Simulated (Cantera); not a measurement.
What does this Cantera script print?

```python
import numpy as np
import cantera as ct

gas_names = """
    CL CL2 H HCL H2 Si SiCL SiCL2 SiCL3 SiCL4 SiH SiHCL3 SiH2 SiH2CL2 SiH3 SiH3CL SiH4 Si2 Si3
""".split()
cond_names = """
    Si(cr) Si(L)
""".split()


# ... load() reads the species with a 1 bar reference pressure and builds the phases ...
atoms = {
    'SiHCl3': {'Si': 1, 'H': 1, 'CL': 3},
    'H2': {'H': 2},
}
top_T = {}  # K; cautious upper limits of use, not melting points


# ... equilibrate(T, P, feed) seeds the gas with the atoms and calls Mixture.equilibrate('TP', solver="vcs", rtol=1e-11, max_steps=5000) ...
results = []
T = 1750  # K
P = 1000  # Pa
for m in [7.1, 16, 34, 75, 160, 360, 790, 1700]:
    feed = {'SiHCl3': 1, 'H2': m}  # mol
    mix = equilibrate(T, P, feed)
    results.append((T, P, feed, dict(zip(mix.species_names, mix.species_moles))))
    x = sorted(zip(gas.X, gas.species_names), reverse=True)
    print(f"T = {T:g} K  P = {P:g} Pa  n(H2) = {m:g} mol  gas = {mix.phase_moles(0):.4g} mol")
    print("   x: " + "  ".join(f"{s} {v:.3e}" for v, s in x if v > 0.0001))
    print("   condensed (mol): " + ("  ".join(f"{mix.phase(i).name} {mix.phase_moles(i):.4g}"
          for i in range(1, mix.n_phases) if mix.phase_moles(i) > 1e-12) or "none"))
```

Output:

```
T = 1750 K  P = 1000 Pa  n(H2) = 7.1 mol  gas = 9.109 mol
   x: H2 7.612e-01  HCL 1.442e-01  SiCL2 9.078e-02  H 2.029e-03  SiCL3 9.499e-04  CL 2.965e-04  SiCL 2.914e-04  Si 1.501e-04
   condensed (mol): Si(L) 0.1597
T = 1750 K  P = 1000 Pa  n(H2) = 16 mol  gas = 18.02 mol
   x: H2 8.666e-01  HCL 9.548e-02  SiCL2 3.495e-02  H 2.165e-03  SiCL3 2.269e-04  CL 1.840e-04  SiCL 1.808e-04  Si 1.501e-04
   condensed (mol): Si(L) 0.3592
T = 1750 K  P = 1000 Pa  n(H2) = 34 mol  gas = 36.05 mol
   x: H2 9.267e-01  HCL 5.840e-02  SiCL2 1.223e-02  H 2.239e-03  Si 1.501e-04  CL 1.088e-04  SiCL 1.070e-04
   condensed (mol): Si(L) 0.5467
T = 1750 K  P = 1000 Pa  n(H2) = 75 mol  gas = 77.1 mol
   x: H2 9.621e-01  HCL 3.179e-02  SiCL2 3.490e-03  H 2.281e-03  Si 1.501e-04
   condensed (mol): Si(L) 0.7111
T = 1750 K  P = 1000 Pa  n(H2) = 160 mol  gas = 162.2 mol
   x: H2 9.799e-01  HCL 1.657e-02  H 2.302e-03  SiCL2 9.308e-04  Si 1.501e-04
   condensed (mol): Si(L) 0.8128
T = 1750 K  P = 1000 Pa  n(H2) = 360 mol  gas = 362.5 mol
   x: H2 9.894e-01  HCL 7.836e-03  H 2.313e-03  SiCL2 2.062e-04  Si 1.501e-04
   condensed (mol): Si(L) 0.8504
T = 1750 K  P = 1000 Pa  n(H2) = 790 mol  gas = 793.1 mol
   x: H2 9.938e-01  HCL 3.679e-03  H 2.318e-03  Si 1.501e-04
   condensed (mol): Si(L) 0.8061
T = 1750 K  P = 1000 Pa  n(H2) = 1700 mol  gas = 1704 mol
   x: H2 9.957e-01  H 2.321e-03  HCL 1.734e-03  Si 1.501e-04
   condensed (mol): Si(L) 0.6491
```

These are equilibrium values from Cantera (NASA tables, ideal gas, pure condensed phases), not measurements of a reactor. The tables' values for SiCl3, SiCl are old estimates; treat these amounts as uncertain. Gases not in the tables: Si2H6 and higher silanes.
